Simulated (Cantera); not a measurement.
# Adiabatic ignition

An adiabatic, constant-volume homogeneous reactor starts with 7.27 % CO, 4.58 % H2, 18.5 % O2, 69.6 % N2, equivalence ratio 0.32, at 1225 K and 4.93 atm.

Detailed kinetics in Cantera: GRI-Mech 3.0 (53 species, 325 reactions). The hydrogen kinetics of GRI-Mech 3.0 are dated; newer H2 mechanisms differ, most at raised pressure.

```
t (s)     T (K)  P (bar)      x CO      x H2   x O2      x NO    x CO2    x H2O2
--------  -----  -------  --------  --------  -----  --------  -------  --------
2.00e-6    1225     5.00    0.0727    0.0458  0.185    <1e-12  1.65e-8  3.80e-11
4.31e-6    1225     5.00    0.0727    0.0458  0.185    <1e-12  8.67e-8  4.39e-10
9.28e-6    1225     5.00    0.0727    0.0458  0.185    <1e-12  2.11e-6   1.97e-8
2.00e-5    1333     5.41    0.0706    0.0314  0.177   7.14e-8  0.00252   1.48e-5
4.31e-5    2207     8.54   0.00796  0.000476  0.134   2.77e-5   0.0687   3.60e-7
9.28e-5    2304     8.86   0.00123  0.000113  0.133   6.40e-5   0.0759   2.30e-7
0.000200   2309     8.88  0.000871   9.55e-5  0.133  0.000108   0.0763   2.32e-7
0.000431   2309     8.88  0.000868   9.53e-5  0.133  0.000199   0.0763   2.32e-7
0.000928   2309     8.88  0.000866   9.51e-5  0.133  0.000393   0.0763   2.32e-7
0.00200    2308     8.87  0.000861   9.46e-5  0.133  0.000802   0.0763   2.31e-7
0.00431    2305     8.87  0.000851   9.37e-5  0.133   0.00164   0.0763   2.29e-7
0.00928    2301     8.85  0.000833   9.19e-5  0.132   0.00325   0.0763   2.26e-7
0.0200     2294     8.82  0.000802   8.89e-5  0.130   0.00591   0.0763   2.21e-7
0.0431     2286     8.79  0.000768   8.56e-5  0.129   0.00906   0.0764   2.15e-7
0.0928     2281     8.77  0.000747   8.35e-5  0.128    0.0110   0.0764   2.11e-7
0.200      2280     8.77  0.000743   8.31e-5  0.128    0.0114   0.0764   2.10e-7
```
x: mole fraction; the columns are a selection and need not sum to one.

```
Quantity                                                              Result
---------------------------------  -----------------------------------------
time of steepest temperature rise                                    21.6 µs
temperature at 0.200 s                                                2280 K
equilibrium temperature                                               2280 K
x(CO) at 0.200 s                   0.000743 (gas-phase equilibrium 0.000743)
x(H2) at 0.200 s                     8.31e-5 (gas-phase equilibrium 8.31e-5)
x(O2) at 0.200 s                         0.128 (gas-phase equilibrium 0.128)
```
